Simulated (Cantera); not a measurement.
An isothermal plug-flow reactor at 550 K and 0.890 bar (inlet), inlet velocity 4 m/s, active area per volume 150 1/m; feed 0.481 % H2, 8.84 % O2, 88.4 % N2, 2.24 % H2O, equivalence ratio 0.027.

Model: Deutschmann's 1995 Pt surface mechanism with GRI-Mech 3.0 gas chemistry, integrated in Cantera. Catalytic surfaces can have several steady states; this one follows from the mechanism file's or the stated starting coverage. Mass transfer to the wall is taken as infinitely fast.

x: gas mole fraction; θ: surface coverage.

| z (m) | x H2 | x O2 | x H2O | θ free Pt | θ O* | θ OH* |
|---|---|---|---|---|---|---|
| 0.00015 | 0.00475 | 0.0884 | 0.0225 | 0.0836 | 0.888 | 0.0284 |
| 0.00033 | 0.00468 | 0.0884 | 0.0225 | 0.0823 | 0.889 | 0.0282 |
| 0.0007 | 0.00453 | 0.0883 | 0.0227 | 0.0798 | 0.892 | 0.0279 |
| 0.0015 | 0.00424 | 0.0882 | 0.0230 | 0.0749 | 0.898 | 0.0272 |
| 0.0033 | ? | 0.0879 | 0.0235 | 0.0657 | 0.908 | 0.0258 |
| 0.007 | ? | 0.0876 | 0.0243 | 0.0524 | 0.924 | 0.0234 |
| 0.015 | ? | 0.0872 | 0.0252 | 0.0364 | 0.944 | 0.0200 |

**Question.** Complete the blanks.

**Answer.** 
- 0.0033, x H2: 0.00371
- 0.007, x H2: 0.00295
- 0.015, x H2: 0.00204
